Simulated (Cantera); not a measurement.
A freely propagating, adiabatic, planar premixed flame of H2 : O2 : N2 = 1 : 0.294 : 1.11 (molar parts), unburnt at 650 K and 13300 Pa; mixture-averaged transport, grid criteria slope 0.08 and curve 0.16, no radiation.

Detailed kinetics in Cantera: the H2/O2 subset of GRI-Mech 3.0, which has no nitrogen chemistry. Burning velocities carry a grid error of a few per cent, more on coarse grids.

Question: What does this change do: inlet temperature 650 to 300 K?

Answer: 
| quantity | before | after |
|---|---|---|
| laminar burning velocity | 806 cm/s | 246 cm/s |
| thermal thickness | 6.45 mm | 4.91 mm |
| peak x(O) | 0.00760 | 0.00522 |
| peak x(HO2) | 3.59e-5 | 0.000135 |
| peak x(H2O2) | 3.80e-7 | 5.32e-5 |
| peak x(OH) | 0.00979 | 0.00558 |
